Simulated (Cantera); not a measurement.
An isothermal, constant-pressure homogeneous reactor starts with CO : O2 : H2O : N2 = 0.0013 : 0.035 : 0.00019 : 1 (molar parts), at 1073 K and 0.365 atm.

Detailed kinetics in Cantera: GRI-Mech 3.0 (53 species, 325 reactions).

x: mole fraction; the columns are a selection and need not sum to one.

```tsv
t (s)	x CO	x O2	x H2O	x NO2	x N2O	x NO
8.00e-6	0.00125	0.0338	0.000183	<1e-12	<1e-12	<1e-12
2.64e-5	0.00125	0.0338	0.000183	<1e-12	<1e-12	<1e-12
8.69e-5	0.00125	0.0338	0.000183	<1e-12	<1e-12	<1e-12
0.000287	0.00125	0.0338	0.000183	<1e-12	<1e-12	<1e-12
0.000945	0.00125	0.0338	0.000183	<1e-12	<1e-12	<1e-12
0.00312	0.00125	0.0338	0.000183	<1e-12	<1e-12	<1e-12
0.0103	0.00125	0.0338	0.000183	<1e-12	<1e-12	<1e-12
0.0339	0.00125	0.0338	0.000183	<1e-12	1.79e-12	<1e-12
0.112	0.00125	0.0338	0.000183	<1e-12	7.30e-11	<1e-12
0.368	0.000842	0.0336	0.000181	1.75e-11	1.33e-7	1.86e-9
1.21	0.000181	0.0332	0.000183	2.91e-10	3.67e-7	1.65e-8
4.00	[?]	0.0332	0.000183	[?]	[?]	[?]
```

Task: Some entries are withheld; supply them.

Result: 
- 4.00, x CO: 2.16e-5
- 4.00, x NO2: 1.04e-9
- 4.00, x N2O: 4.49e-7
- 4.00, x NO: 2.85e-8
